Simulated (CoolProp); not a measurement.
Vapour pressure (MPa) of 1-butene: the reference equation beside estimates from Tc = 419.3 K, pc = 4.006 MPa, ω = 0.192. Clausius-Clapeyron is anchored at 335.2 K with a constant enthalpy of vaporisation of 17.63 kJ/mol.

Computed with CoolProp (reference Helmholtz-energy equation of state, Lemmon 2005). It is a short technical equation, of lower accuracy than the large ones.

| T (K) | reference | Lee-Kesler | Clausius-Clapeyron | van der Waals | Redlich-Kwong | Soave-Redlich-Kwong | Peng-Robinson |
|---|---|---|---|---|---|---|---|
| 310.3 | 0.4229 | 0.4248 | 0.4813 | 1.060 | 0.5508 | 0.4251 | 0.4217 |
| 322.8 | 0.5900 | 0.5936 | 0.6272 | 1.283 | 0.7449 | 0.5952 | 0.5891 |
| 335.2 | 0.7997 | 0.8052 | 0.7997 | 1.531 | 0.9803 | 0.8096 | 0.8001 |
| 347.7 | 1.062 | 1.070 | 1.004 | 1.809 | 1.265 | 1.078 | 1.065 |
| 360.2 | 1.383 | 1.392 | 1.241 | 2.118 | 1.601 | 1.408 | 1.391 |
| 372.6 | 1.768 | 1.778 | 1.509 | 2.454 | 1.990 | 1.801 | 1.781 |
| 385.1 | 2.231 | 2.243 | 1.816 | 2.825 | 2.441 | 2.272 | 2.251 |
| 397.5 | 2.777 | 2.790 | 2.156 | 3.224 | 2.950 | 2.821 | 2.803 |
| 410 | 3.432 | 3.443 | 2.537 | 3.660 | 3.530 | 3.464 | 3.454 |

Absolute difference from the reference over all 9 rows, mean and median: Lee-Kesler 0.6 and 0.6 %, Clausius-Clapeyron 13.1 and 13.8 %, van der Waals 63.5 and 53.1 %, Redlich-Kwong 16.1 and 15.8 %, Soave-Redlich-Kwong 1.4 and 1.5 %, Peng-Robinson 0.5 and 0.6 %.
